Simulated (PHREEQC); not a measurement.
0.052 g of hydrous ferric oxide (600 m²/g; 0.2 weak and 0.005 strong sites per Fe, Dzombak-Morel constants, diffuse double layer) in 1 kg of water with 0.005 mol/kgw of an inert sodium salt and 1.1e-05 mol CuCl2, at 25 °C; the pH is set by adding NaOH or the inert anion's acid. O2 is buffered at 0.21 atm. No CO2 enters from the air. Precipitation was switched off in this run.

The series has 13 steps of pH, from 3 to 9.

Computed with PHREEQC (ion-association model, wateq4f.dat).

Question: Near which pH is half of the Cu sorbed, and on which side is more sorbed?

Answer: Near pH 5.6, with more sorbed at higher pH.

Species that the database lacks are ignored. The database's constant for dissolved Cu(OH)2 is higher than later reviews accept. The oxide is taken as insoluble; below pH 4 it would dissolve.
